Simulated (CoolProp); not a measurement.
Properties of nitrogen at several states.

The numbers come from the reference Helmholtz-energy equation of state, Span 2000 in CoolProp.

```tsv
T (°C)	p (bar)	phase	Z	cp (kJ/(kg K))
700.75	1.48	gas	1.001	(withheld)
-50.35	55	supercritical	(withheld)	(withheld)
445.45	16.3	gas	1.007	(withheld)
465.15	124	supercritical	(withheld)	(withheld)
```

Question: Complete the blanks.

Answer: 
- 700.75, cp (kJ/(kg K)): 1.162
- -50.35, Z: 0.9361
- -50.35, cp (kJ/(kg K)): 1.249
- 445.45, cp (kJ/(kg K)): 1.106
- 465.15, Z: 1.052
- 465.15, cp (kJ/(kg K)): 1.129
